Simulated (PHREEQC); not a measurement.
Solution (25 °C and 100 atm): 0.002 mol/kgw HF, 0.023 mol/kgw NaF and 1.1e-05 mol/kgw H4SiO4. Closed to the air; pH follows from the charge balance.

Computed with PHREEQC (ion-association model, phreeqc.dat).

Question: The ionic strength comes out as 0.0229 mol/kgw. What activity coefficients do HF2-, SiF6-2, Na+, H+, F- get?

Answer: HF2- 0.86, SiF6-2 0.57, Na+ 0.87, H+ 0.89, F- 0.86.

Precipitation was switched off in this run. Complexes and solids missing from the database can't appear. Under pressure, the constants of complexes without a molar volume in the database are unreliable. SiF6-2 is the database's only silicon fluoride.
